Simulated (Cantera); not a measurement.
## N2O furnace oxynitridation

A perfectly stirred reactor is fed with 35.7 % N2O, 64.3 % N2, at 15.8 Torr; it is held at 1600 K, and followed from long to short residence time.

Computed with Cantera and GRI-Mech 3.0 (53 species, 325 reactions). GRI-Mech 3.0 was tuned for natural gas; its chemistry of N2O as a main component is partial and can be far from experiment. Radical loss at walls, strong at low pressure, is not modelled. The temperature is held fixed by assumption; the heat of reaction is taken as removed at once.

```json
[
 {"τ (s)": "21", "x N2O": "0.00429", "x NO2": "1.62e-5", "x O": "0.000140", "x NO": "0.0785", "x O2": "0.110"},
 {"τ (s)": "4.8", "x N2O": "0.0169", "x NO2": "1.58e-5", "x O": "0.000164", "x NO": "0.0832", "x O2": "0.103"},
 {"τ (s)": "1.1", "x N2O": "0.0623", "x NO2": "1.30e-5", "x O": "0.000172", "x NO": "0.0741", "x O2": "0.0879"},
 {"τ (s)": "0.26", "x N2O": "0.168", "x NO2": "7.13e-6", "x O": "0.000174", "x NO": "0.0479", "x O2": "0.0562"},
 {"τ (s)": "0.059", "x N2O": "0.284", "x NO2": "2.09e-6", "x O": "0.000174", "x NO": "0.0184", "x O2": "0.0215"},
 {"τ (s)": "0.014", "x N2O": "0.337", "x NO2": "3.79e-7", "x O": "0.000172", "x NO": "0.00510", "x O2": "0.00597"},
 {"τ (s)": "0.0032", "x N2O": "0.352", "x NO2": "3.52e-8", "x O": "0.000161", "x NO": "0.00115", "x O2": "0.00134"},
 {"τ (s)": "0.00074", "x N2O": "0.356", "x NO2": "1.53e-9", "x O": "0.000129", "x NO": "0.000214", "x O2": "0.000250"}
]
```
x: mole fraction; the columns are a selection and need not sum to one.
